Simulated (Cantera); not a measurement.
Input: 1 mol Si, 0.53 mol CO, 2 mol H2, held at 1 atm.

Equilibrium computed with Cantera from the NASA thermochemical tables; the gas is ideal and each condensed phase is pure. Candidate condensed phases: C, C6H6, C7H8, C8H18, H2O, Si, SiC, SiO2; 123 gas species. Mutual solubility and eutectic melting of coexisting phases are not modelled. The tables hold silica as quartz up to 1696 K and as liquid above; real silica turns to tridymite and cristobalite and melts near 1996 K. Kinetics and transport are ignored. All values below are at 1377 °C.

Base state: H2 0.994, SiO 0.00608, CO 0.000270, H 9.00e-5, CH4 1.65e-5, H2O 1.41e-5 (mole fractions); condensed: Si(s) + SiC(s) + SiO2(β-quartz).

Question: What changes in the equilibrium state with this change: CO from 0.53 to 2.6 mol?

Answer: 
| species | before | after |
|---|---|---|
| H2 | 0.994 | 0.767 |
| CO | 0.000270 | 0.231 |
| CH4 | 1.65e-5 | 0.000793 |
| SiO | 0.00608 | 0.000573 |
| CO2 | 1.20e-9 | 1.08e-5 |
| C2H2 (acetylene) | 6.99e-9 | 3.50e-5 |
| H2O | 1.41e-5 | 0.000116 |
| H | 9.00e-5 | 7.91e-5 |
| Si(s), mol | 0.200 | 0 |
| SiC(s), mol | 0.529 | 0 |
| SiO2(β-quartz), mol | 0.259 | 0.999 |
| C(graphite), mol | 0 | 2.00 |
